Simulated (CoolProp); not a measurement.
A closed Brayton cycle with carbon dioxide: compressor inlet 320.15 K and 9.6 MPa, high pressure 24.3 MPa, turbine inlet 970 K, compressor efficiency 0.85, turbine efficiency 0.9, recuperator effectiveness 0.9 (on enthalpy, no pinch check). Each further row changes one setting.

Values from CoolProp's reference Helmholtz-energy equation of state, Span 1996.

```
case                           thermal efficiency (%)  net work (kJ/kg)  compressor to turbine work  compressor exit (K)  turbine exit (K)
-----------------------------  ----------------------  ----------------  --------------------------  -------------------  ----------------
as stated                                           ?               111                        0.24                376.9             846.2
turbine inlet 920 K                                 ?               103                        0.26                376.9                 ?
compressor inlet 330.15 K                        36.4               101                           ?                    ?             846.2
high pressure 20.7 MPa                           34.7                 ?                        0.23                    ?                 ?
recuperator effectiveness 0.5                    21.2               111                        0.24                376.9             846.2
```

Task: Complete the blanks.

Result: 
- as stated, thermal efficiency (%): 37.0
- turbine inlet 920 K, thermal efficiency (%): 35.9
- turbine inlet 920 K, turbine exit (K): 800.4
- compressor inlet 330.15 K, compressor to turbine work: 0.31
- compressor inlet 330.15 K, compressor exit (K): 403.1
- high pressure 20.7 MPa, net work (kJ/kg): 94.8
- high pressure 20.7 MPa, compressor exit (K): 366.9
- high pressure 20.7 MPa, turbine exit (K): 866.9
